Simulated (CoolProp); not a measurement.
Model: reference Helmholtz-energy equation of state, Gao 2022, in CoolProp.

Task: For n-perfluorobutane, give the phase and the isothermal compressibility (1/MPa), expansivity (1/kK) at 400.2 K and 1 MPa; 400.2 K and 5 MPa.

Result: 
- 400.2 K and 1 MPa: gas; isothermal compressibility 1.18, expansivity 4.20
- 400.2 K and 5 MPa: supercritical; isothermal compressibility 0.0628, expansivity 8.09
